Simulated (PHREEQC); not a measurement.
0.1 mol of Fluorite (CaF2) is brought to equilibrium with 1 kg of water, at several temperatures. O2 is buffered at 0.21 atm. No CO2 enters from the air. Only these solids could form: Fluorite.

Equilibrium calculation in PHREEQC: ion-association model, phreeqc.dat.

Predict pH, dissolved Ca (mol/kgw), dissolved F (mol/kgw) at T (°C) = 0, 40, 50, 60.


| T (°C) | pH | dissolved Ca (mol/kgw) | dissolved F (mol/kgw) |
|---|---|---|---|
| 0 | 7.52 | 0.000147 | 0.000294 |
| 40 | 6.90 | 0.000220 | 0.000440 |
| 50 | 6.79 | 0.000235 | 0.000470 |
| 60 | 6.69 | 0.000247 | 0.000495 |

Complexes and solids missing from the database can't appear. Constants without temperature data keep their 25 °C values here.
